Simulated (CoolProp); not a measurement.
Vapour-liquid equilibrium of isohexane (1) + n-hexane (2) at 323.9 K; x and y are mole fractions of (1).

Values from CoolProp's multi-fluid Helmholtz-energy mixture model, Lemmon 2006 and Thol 2019; pair parameters Bell 2016.

| x | bubble pressure, mixture model (MPa) | bubble pressure, Raoult's law (MPa) | y, mixture model | y, Raoult's law |
|---|---|---|---|---|
| 0.05 | 0.05656 | 0.05647 | 0.067 | 0.066 |
| 0.125 | 0.05809 | 0.05787 | 0.162 | 0.160 |
| 0.2 | 0.05960 | 0.05927 | 0.252 | 0.250 |
| 0.275 | 0.06110 | 0.06067 | 0.338 | 0.336 |
| 0.35 | 0.06257 | 0.06207 | 0.419 | 0.418 |
| 0.425 | 0.06402 | 0.06347 | 0.496 | 0.497 |
| 0.5 | 0.06544 | 0.06487 | 0.570 | 0.572 |
| 0.575 | 0.06684 | 0.06627 | 0.641 | 0.644 |
| 0.65 | 0.06820 | 0.06767 | 0.709 | 0.713 |
| 0.725 | 0.06954 | 0.06907 | 0.774 | 0.779 |
| 0.8 | 0.07085 | 0.07047 | 0.838 | 0.842 |
| 0.875 | 0.07213 | 0.07187 | 0.900 | 0.903 |
| 0.95 | 0.07339 | 0.07327 | 0.960 | 0.962 |

The largest gap from Raoult's law is +0.9 % in bubble pressure, at x = 0.5. No azeotrope shows between x = 0.05 and 0.95.

Pair parameters are fitted to limited data, so mixtures are less certain than the pure fluids.
